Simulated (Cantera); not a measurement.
Input: 1 mol Fe3O4, 0.57 mol CH4, 3.3 mol H2, held at 1.20 mbar.

Cantera equilibrium calculation (NASA polynomials, part measured and part estimated; ideal gas, pure solids and liquids). Candidate condensed phases: C, C6H6, C7H8, C8H18, Fe, Fe(CO)5, FeO, Fe(OH)2, Fe(OH)3, Fe2O3, Fe3O4, H2O; 114 gas species. Mutual solubility and eutectic melting of coexisting phases are not modelled. The tables' stoichiometric FeO is somewhat more stable than real wüstite, so its field is too wide. FeO: taken at fixed stoichiometry. Rates play no part. All values below are at 1648 K.

Base state: H2 0.598, H2O 0.284, CO 0.0988, CO2 0.0147, Fe 0.00217, H 0.00199, OH 4.25e-5, Fe(OH)2 1.60e-5 (mole fractions); condensed: Fe(γ) + FeO(s).

Question: What changes in the equilibrium state with this change: pressure from 1.20 mbar to 0.100 bar?

Answer: 
```tsv
species	before	after
H2	0.598	0.601
H2O	0.284	0.285
CO	0.0988	0.0991
Fe	0.00217	2.61e-5
H	0.00199	0.000218
CO2	0.0147	0.0147
OH	4.25e-5	4.66e-6
Fe(OH)2	1.60e-5	1.60e-5
Fe(γ), mol	1.06	1.07
FeO(s), mol	1.93	1.93
```
